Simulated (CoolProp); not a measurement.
Computed with CoolProp (reference Helmholtz-energy equation of state, Thol 2021).

Problem. Give the vapour pressure (MPa), liquid density (kg/m³), vapour density (kg/m³), enthalpy of vaporisation (kJ/kg) of saturated chlorine at 354.1 K.

Solution. 
```csv
T (K),p (MPa),liquid density (kg/m³),vapour density (kg/m³),enthalpy of vaporisation (kJ/kg)
354.1,2.75,1200,88.5,193
```
